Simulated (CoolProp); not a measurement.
n-perfluorobutane along the isotherm 450 K: Z from the reference equation and from simpler models built on Tc = 386.3 K, pc = 2.322 MPa, ω = 0.372; each cubic takes its own stable root.

Computed with CoolProp (reference Helmholtz-energy equation of state, Gao 2022).

```csv
p (MPa),phase,reference,Redlich-Kwong,Soave-Redlich-Kwong,Peng-Robinson
0.011,gas,0.9991,0.9990,0.9991,0.9989
0.0178,gas,0.9986,0.9983,0.9985,0.9983
0.0288,gas,0.9977,0.9973,0.9976,0.9972
0.0465,gas,0.9963,0.9956,0.9962,0.9955
0.0751,gas,0.9940,0.9929,0.9938,0.9928
0.121,gas,0.9904,0.9886,0.9900,0.9883
0.196,gas,0.9843,0.9815,0.9838,0.9811
0.316,gas,0.9746,0.9700,0.9738,0.9695
0.511,gas,0.9584,0.9511,0.9575,0.9506
0.826,gas,0.9316,0.9199,0.9307,0.9198
1.33,gas,0.8868,0.8680,0.8871,0.8702
2.16,gas,0.8081,0.7768,0.8135,0.7883
3.48,supercritical,0.6794,0.6218,0.6995,0.6662
```
